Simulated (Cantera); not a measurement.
Input: 1 mol AlCl3, 2.5 mol N2, 5 mol H2, held at 133 Pa.

Equilibrium computed with Cantera from the NASA thermochemical tables; the gas is ideal and each condensed phase is pure. Candidate condensed phases: Al, AlCl3, AlN, NH4Cl; 20 gas species. Kinetics and transport are ignored.

Which condensed phases are stable at each of these points (T (K)): 1073, 1123, 1173, 1223, 1273, 1323, 1373, 1423, 1473, 1523, 1573?


```
T (K)  condensed phases  Al condensed (%)
-----  ----------------  ----------------
1073             AlN(s)              31.6
1123             AlN(s)              30.9
1173             AlN(s)              30.3
1223             AlN(s)              29.5
1273             AlN(s)              28.3
1323             AlN(s)              25.9
1373             AlN(s)              20.4
1423             AlN(s)               7.6
1473           gas only               0.0
1523           gas only               0.0
1573           gas only               0.0
```

From 1073 K to 1423 K the condensed part is AlN(s). From 1473 K to 1573 K nothing is condensed.
